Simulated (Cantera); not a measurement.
Charge: 1 mol Si2H6, 0.7 mol HCl, a varied amount of N2, at 948.15 K and 0.130 bar.

These are equilibrium values from Cantera (NASA tables, ideal gas, pure condensed phases), not measurements of a reactor. Candidate condensed phases: NH4Cl, Si, Si3N4; 28 gas species. The feed counts by its element totals alone. N2 is the only nitrogen source here; it is nearly inert below about 1500 K, so the nitride shown seldom forms there in practice. Rates play no part.

Q: At 170 mol N2, list the 3 most abundant gas species with their mole fractions, and the condensed phases.

A: N2 0.979, H2 0.0174, HCl 0.00406. Condensed: Si3N4(s).
